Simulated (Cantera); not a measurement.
Premixed flame

A freely propagating, adiabatic, planar premixed flame of C3H8 : O2 : N2 : CO2 = 1 : 4.55 : 17.1 : 0.82 (molar parts), equivalence ratio 1.1, unburnt at 498 K and 1.00 bar; mixture-averaged transport, grid criteria slope 0.08 and curve 0.16, no radiation.

Model: GRI-Mech 3.0 (53 species, 325 reactions), integrated in Cantera. GRI-Mech 3.0 was tuned for natural gas; its chemistry of propane as a main component is partial and can be far from experiment. Burning velocities carry a grid error of a few per cent, more on coarse grids.

| z (mm) | T (K) | u (m/s) | x C3H8 | x O2 | x CO2 | x C2H2 | x HO2 | x CH2O |
|---|---|---|---|---|---|---|---|---|
| -0.936 | 498 | 0.970 | 0.0426 | 0.194 | 0.0349 | 1.25e-8 | 4.09e-8 | 7.73e-8 |
| -0.624 | 499 | 0.974 | 0.0425 | 0.193 | 0.0348 | 2.53e-7 | 6.02e-7 | 1.63e-6 |
| -0.468 | 504 | 0.986 | 0.0424 | 0.192 | 0.0348 | 2.09e-6 | 3.81e-6 | 1.40e-5 |
| -0.312 | 544 | 1.07 | 0.0418 | 0.188 | 0.0347 | 2.51e-5 | 2.99e-5 | 0.000165 |
| -0.156 | 880 | 1.79 | 0.0323 | 0.153 | 0.0367 | 0.000361 | 0.000135 | 0.00139 |
| -0.0780 | 1288 | 2.70 | 0.0124 | 0.110 | 0.0423 | 0.00103 | 0.000264 | 0.00184 |
| 0 | 1684 | 3.62 | 0.000451 | 0.0618 | 0.0535 | 0.00172 | 0.000162 | 0.000778 |
| 0.0780 | 1861 | 4.01 | 5.24e-7 | 0.0339 | 0.0669 | 0.000434 | 2.18e-5 | 0.000113 |
| 0.156 | 1911 | 4.10 | <1e-8 | 0.0229 | 0.0781 | 2.40e-5 | 7.25e-6 | 8.10e-6 |
| 0.312 | 1958 | 4.18 | <1e-8 | 0.0168 | 0.0903 | 4.50e-8 | 4.87e-6 | 2.87e-8 |
| 0.624 | 2016 | 4.28 | <1e-8 | 0.0138 | 0.0974 | <1e-8 | 3.68e-6 | <1e-8 |
| 1.25 | 2087 | 4.41 | <1e-8 | 0.0112 | 0.101 | <1e-8 | 2.61e-6 | <1e-8 |
| 2.50 | 2160 | 4.54 | <1e-8 | 0.00835 | 0.106 | <1e-8 | 1.69e-6 | <1e-8 |
x: mole fraction of selected species; z is measured from the peak of heat release.

| Property | Value |
|---|---|
| laminar burning velocity | 96.9 cm/s |
| thermal thickness | 0.312 mm |
| peak x(C2H2) | 0.00176 |
| peak x(HO2) | 0.000289 |
| peak x(CH2O) | 0.00186 |
| grid points | 151 |
